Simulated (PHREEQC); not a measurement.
## Reverse-osmosis permeate

A made-up water analysis in mg/L, 25 °C, pH 6.31, pe 2.6:

```
constituent            mg/L
------------------  -------
Na                     4.13
K                    0.0196
Ca                    0.344
Mg                      1.1
Cl                     4.03
S(6) as SO4            3.31
Alkalinity as HCO3     5.99
Si as SiO2           0.0131
Mn(2)                 0.117
Fe(2)                0.0322
Sr                  0.00252
Li                  0.00105
```

Valence states are taken as typed.

Model: ion-association model, phreeqc.dat, run in PHREEQC.

```
Quantity                        Result
--------------------  ----------------
ionic strength        0.000377 mol/kgw
charge-balance error             2.2 %
```

```
species  molality  activity   log γ
-------  --------  --------  ------
Na+      0.000180  0.000176  -0.010
Cl-      0.000114  0.000111  -0.010
CO2      0.000106  0.000106   0.000
HCO3-     9.85e-5   9.64e-5  -0.010
Mg+2      4.49e-5   4.11e-5  -0.038
SO4-2     3.41e-5   3.12e-5  -0.038
Ca+2      8.53e-6   7.81e-6  -0.038
Mn+2      2.10e-6   1.92e-6  -0.038
```

Precipitation was switched off in this run.
